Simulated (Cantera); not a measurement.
Feed: 1 mol B, 0.13 mol O₂, held at 2148.15 K and 0.000230 bar.

Method: chemical equilibrium by Gibbs-energy minimisation in Cantera with the NASA 1993 tables (ideal gas, pure condensed phases). Candidate condensed phases: B, B₂O₃; 10 gas species. Rates play no part.

Base state: BO 0.846, B₂O₂ 0.130, B₂O 0.0176, B 0.00574, B₂O₃ 0.000469 (mole fractions); condensed: B(s).

Task: What changes in the equilibrium state with this change: O₂ from 0.13 to 5 mol?

Result: 
```json
[
 {"species": "O₂", "before": "<1e-9", "after": "0.742"},
 {"species": "O", "before": "3.40e-8", "after": "0.110"},
 {"species": "BO₂", "before": "5.70e-6", "after": "0.0996"},
 {"species": "BO", "before": "0.846", "after": "0.00458"},
 {"species": "B₂O₂", "before": "0.130", "after": "3.81e-6"},
 {"species": "B₂O", "before": "0.0176", "after": "<1e-9"},
 {"species": "B₂O₃", "before": "0.000469", "after": "0.0444"},
 {"species": "B", "before": "0.00574", "after": "<1e-9"},
 {"species": "B(s), mol", "before": "0.735", "after": "0"}
]
```
